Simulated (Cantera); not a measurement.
What does this Cantera script print?

```python
import numpy as np
import cantera as ct

gas_names = """
    H HNO HNO2 HNO3 HO2 H2 H2O H2O2 N NH NH2 NH3 NH2OH NO NO2 NO3 N2 N2H2 N2H4 N2O O OH O2 O3 Si SiH
    SiH2 SiH3 SiH4 SiN SiO SiO2 Si2 Si2N Si3
""".split()
cond_names = """
    H2O(s) H2O(L) Si(cr) Si(L) SiO2(Lqz) SiO2(hqz) SiO2(L) Si2N2O(s) Si3N4(a)
""".split()


# ... load() reads the species with a 1 bar reference pressure and builds the phases ...
atoms = {
    'Si3N4': {'Si': 3, 'N': 4},
    'N2O': {'N': 2, 'O': 1},
    'H2': {'H': 2},
}
top_T = {'Si2N2O(s)': 2100, 'Si3N4(a)': 2400}  # K; cautious upper limits of use, not melting points


# ... equilibrate(T, P, feed) seeds the gas with the atoms and calls Mixture.equilibrate('TP', solver="vcs", rtol=1e-11, max_steps=5000) ...
results = []
feed = {'Si3N4': 1, 'N2O': 0.014, 'H2': 6.1}  # mol
T = 1123.15  # K
P = 48  # Pa
mix = equilibrate(T, P, feed)
results.append((T, P, feed, dict(zip(mix.species_names, mix.species_moles))))
print(gas.report(threshold=1e-05))
for i in range(1, mix.n_phases):
    print(f"{mix.phase(i).name:16s} {mix.phase_moles(i):12.5e} mol")
```

Output:

```
       temperature   1123.2 K
          pressure   48 Pa
           density   1.077e-05 kg/m^3
  mean mol. weight   2.0953 kg/kmol
   phase of matter   gas

                          1 kg             1 kmol
                     ---------------   ---------------
          enthalpy        1.1664e+07        2.4441e+07  J
   internal energy        7.2077e+06        1.5102e+07  J
           entropy        1.1152e+05        2.3367e+05  J/K
    Gibbs function       -1.1359e+08       -2.3801e+08  J
 heat capacity c_p             14675             30749  J/K
 heat capacity c_v             10707             22435  J/K

                      mass frac. Y      mole frac. X     chem. pot. / RT
                     ---------------   ---------------   ---------------
                H2           0.95921           0.99695           -25.447
                N2          0.040788         0.0030508           -38.604
     [  +33 minor]        1.0169e-06        1.9554e-06

Si(cr)            0.00000e+00 mol
SiO2(hqz)         0.00000e+00 mol
Si2N2O(s)         1.40000e-02 mol
Si3N4(a)          9.90667e-01 mol
```

Equilibrium computed with Cantera from the NASA thermochemical tables; the gas is ideal and each condensed phase is pure. Mutual solubility and eutectic melting of coexisting phases are not modelled.
